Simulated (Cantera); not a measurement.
A perfectly stirred reactor is fed with H₂ : O₂ = 0.36 : 1 (molar parts), at 0.0133 bar; it is held at 1075 K, and followed from long to short residence time.

Detailed kinetics in Cantera: the H2/O2 subset of GRI-Mech 3.0, which has no nitrogen chemistry. Radical loss at walls, strong at low pressure, is not modelled. The temperature is held fixed by assumption; the heat of reaction is taken as removed at once.

Problem. What does this change do: pressure from 0.0133 bar to 0.0340 bar?

Solution. 
```json
[
 {"quantity": "x(H₂) at τ = 22.0 s", "before": "0.000167", "after": "0.000104"},
 {"quantity": "x(O₂) at τ = 22.0 s", "before": "0.695", "after": "0.695"},
 {"quantity": "x(H) at τ = 22.0 s", "before": "2.26e-5", "after": "3.45e-6"},
 {"quantity": "x(HO₂) at τ = 22.0 s", "before": "2.89e-6", "after": "2.84e-6"},
 {"quantity": "x(OH) at τ = 22.0 s", "before": "0.000471", "after": "0.000242"},
 {"quantity": "x(H₂) at τ = 77.0 ms", "before": "0.00566", "after": "0.00367"},
 {"quantity": "x(O₂) at τ = 77.0 ms", "before": "0.685", "after": "0.692"},
 {"quantity": "x(H) at τ = 77.0 ms", "before": "0.00613", "after": "0.000983"},
 {"quantity": "x(HO₂) at τ = 77.0 ms", "before": "1.47e-5", "after": "2.82e-5"},
 {"quantity": "x(OH) at τ = 77.0 ms", "before": "0.00331", "after": "0.00172"}
]
```

Problem. What does this change do: temperature 1075 to 1448 K?

Solution. 
```tsv
quantity	before	after
x(H₂) at τ = 22.0 s	0.000167	0.000158
x(O₂) at τ = 22.0 s	0.695	0.693
x(H) at τ = 22.0 s	2.26e-5	4.80e-5
x(HO₂) at τ = 22.0 s	2.89e-6	7.23e-7
x(OH) at τ = 22.0 s	0.000471	0.00238
x(H₂) at τ = 77.0 ms	0.00566	0.00601
x(O₂) at τ = 77.0 ms	0.685	0.662
x(H) at τ = 77.0 ms	0.00613	0.0125
x(HO₂) at τ = 77.0 ms	1.47e-5	5.90e-6
x(OH) at τ = 77.0 ms	0.00331	0.0146
```
